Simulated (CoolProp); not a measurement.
Saturated liquid density (kg/m³) of n-undecane: the reference equation beside estimates from Tc = 638.8 K, pc = 1990 kPa, ω = 0.539. Rackett uses Z = 0.29056 − 0.08775 ω.

Computed with CoolProp (reference Helmholtz-energy equation of state, Aleksandrov 2011). It is a short technical equation, of lower accuracy than the large ones.

```csv
T (K),reference,Rackett,van der Waals,Redlich-Kwong,Soave-Redlich-Kwong,Peng-Robinson
501.6,568.1,598.8,307.2,436.1,479.4,543.3
512,557.5,586.8,301.4,425.6,468.8,531.5
522.4,546.4,574.3,295.3,414.6,457.5,518.8
532.8,534.7,561.2,288.9,403.1,445.4,505.3
543.3,522.4,547.5,282.1,390.9,432.3,490.5
553.7,509.4,533.1,275.0,378.1,418.4,474.7
564.1,495.5,517.8,267.4,364.4,403.3,457.4
574.5,480.5,501.5,259.2,349.9,386.9,438.6
584.9,464.2,483.7,250.4,334.1,368.9,417.7
```

Absolute difference from the reference over all 9 rows, mean and median: Rackett 4.8 and 4.8 %, van der Waals 46.0 and 46.0 %, Redlich-Kwong 25.4 and 25.2 %, Soave-Redlich-Kwong 17.6 and 17.2 %, Peng-Robinson 6.5 and 6.1 %.
